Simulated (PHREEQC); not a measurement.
Consider water at 25 °C with 1.7 mmol/kgw H2S, 96 mmol/kgw HCl and 99 mmol/kgw ZnCl2. Closed to the air; pH follows from the charge balance.

The numbers come from PHREEQC with the ion-association model, phreeqc.dat.

```yaml
pH: 1.13
ionic_strength: 0.356 mol/kgw
activity_of_water: 0.992
density: 1.011 g/cm³
total_alkalinity: -96.0 meq/kg
```

| species | molality | activity | log γ |
|---|---|---|---|
| Cl- | 0.274 | 0.184 | -0.172 |
| H+ | 0.0962 | 0.0746 | -0.110 |
| Zn+2 | 0.0818 | 0.0199 | -0.615 |
| ZnCl+ | 0.0146 | 0.00985 | -0.171 |
| ZnCl2 | 0.00175 | 0.00190 | 0.036 |
| H2S | 0.00150 | 0.00163 | 0.036 |
| ZnCl3- | 0.000581 | 0.000392 | -0.171 |
| ZnCl4-2 | 0.000149 | 3.62e-5 | -0.615 |
| Zn(HS)2 | 9.93e-5 | 0.000108 | 0.036 |
| HS- | 3.78e-9 | 2.50e-9 | -0.181 |

Precipitation was switched off in this run. Saturation is exceeded, for instance for Sphalerite (slow to form); the values hold only as long as no solid forms.
